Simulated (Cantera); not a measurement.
A freely propagating, adiabatic, planar premixed flame of 6.87 % CH4, 19.5 % O2, 73.6 % N2, unburnt at 300 K and 300 Torr; mixture-averaged transport, grid criteria slope 0.08 and curve 0.16, no radiation.

Cantera simulation using GRI-Mech 3.0 (53 species, 325 reactions); the numbers are that mechanism's predictions, not measurements. Burning velocities carry a grid error of a few per cent, more on coarse grids.

Problem. Predict: laminar burning velocity; thermal thickness; peak x(CH3); peak x(C2H2); peak x(CO).

Solution. laminar burning velocity: 28.7 cm/s
thermal thickness: 1.25 mm
peak x(CH3): 0.000782
peak x(C2H2): 6.34e-6
peak x(CO): 0.0279
